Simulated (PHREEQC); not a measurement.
NaOH is added in steps, without added water, to 1 kg of water holding 1.2 mol/kgw CaCl2, 0.5 mol/kgw KCl and 0.4 mol/kgw NaCl, at 25 °C. CO2 from the air is kept out. Only these solids could form: Halite, Portlandite, Sylvite.

Base run: PHREEQC, Pitzer model, pitzer.dat. Each further column changes one thing. The table gives pH.

```tsv
NaOH added (mol)	base	0.018 mol/kgw CO2 added
0	6.30	[?]
0.00555	10.70	[?]
0.0111	11.00	5.02
0.01665	11.17	[?]
0.02035	11.26	5.12
0.0259	11.37	5.22
0.03145	11.45	[?]
0.037	11.51	9.96
```

Fill in the missing entries.


- 0, 0.018 mol/kgw CO2 added: 3.80
- 0.00555, 0.018 mol/kgw CO2 added: 4.97
- 0.01665, 0.018 mol/kgw CO2 added: 5.08
- 0.03145, 0.018 mol/kgw CO2 added: 5.40

In brines, pH and single-ion activities rest on the MacInnes convention. Solids allowed in the column '0.018 mol/kgw CO2 added': Calcite, Gaylussite, Halite, Kalicinite, Nahcolite, Natron, Pirssonite, Portlandite, Sylvite, Trona.
